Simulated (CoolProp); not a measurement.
Vapour-liquid equilibrium of R143a (1) + isobutene (2) at 0.395 MPa; x and y are mole fractions of (1).

Model: multi-fluid Helmholtz-energy mixture model, Lemmon and Jacobsen 2000 and Lemmon 2005; pair parameters Bell 2016, in CoolProp.

### Question
Give the bubble temperature and the first vapour's composition at x = 0.125, 0.8, 0.95. Is there an azeotrope?

### Answer
x = 0.125: 13.2 °C, y = 0.498; x = 0.8: -10.6 °C, y = 0.907; x = 0.95: -13.0 °C, y = 0.973. No azeotrope shows between x = 0.05 and 0.95.

Pair parameters are fitted to limited data, so mixtures are less certain than the pure fluids.
